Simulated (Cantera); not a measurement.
A closed system holds: 1 mol CF4, 0.47 mol HCl, 8.4 mol H2, equilibrated at 850 K and 5.70 Torr.

Cantera equilibrium calculation (NASA polynomials, part measured and part estimated; ideal gas, pure solids and liquids). Kinetics and transport are ignored.

```json
[
 {"species": "H", "before": "<1e-9", "after": "0.467"},
 {"species": "HF", "before": "0.369", "after": "0.272"},
 {"species": "H2", "before": "0.586", "after": "0.208"},
 {"species": "Cl", "before": "<1e-9", "after": "0.0196"},
 {"species": "HCl", "before": "0.0433", "after": "0.0127"},
 {"species": "C2H2 (acetylene)", "before": "<1e-9", "after": "0.00755"},
 {"species": "C3", "before": "<1e-9", "after": "0.00564"},
 {"species": "F", "before": "<1e-9", "after": "0.00270"},
 {"species": "C2H", "before": "<1e-9", "after": "0.00223"},
 {"species": "C", "before": "<1e-9", "after": "0.00114"},
 {"species": "C2", "before": "<1e-9", "after": "0.000553"},
 {"species": "C(graphite), mol", "before": "0.982", "after": "0.420"}
]
```
Gas species are given as mole fractions.

**Question.** Name the change that produced these shifts.
A. pressure from 5.70 Torr to 263 Torr
B. temperature from 850 K to 2600 K
C. CF4 replaced by CHF3
D. temperature from 850 K to 2825 K

**Answer.** D, temperature from 850 K to 2825 K
